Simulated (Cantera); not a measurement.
Input: 1 mol Cu2O, a varied amount of C, 3.7 mol H2, held at 1325 K and 10000 Pa.

Equilibrium computed with Cantera from the NASA thermochemical tables; the gas is ideal and each condensed phase is pure. Candidate condensed phases: C, C6H6, C7H8, C8H18, Cu, CuO, Cu(OH)2, Cu2O, H2O; 113 gas species. Equilibrium is a limit: real reactors are often held back by kinetics, nucleation or transport.

**Question.** At 1.6 mol C, list the 4 most abundant gas species with their mole fractions, and the condensed phases.

**Answer.** H2 0.787, CO 0.213, CH4 0.000416, H2O 0.000120. Condensed: C(graphite) + Cu(s).
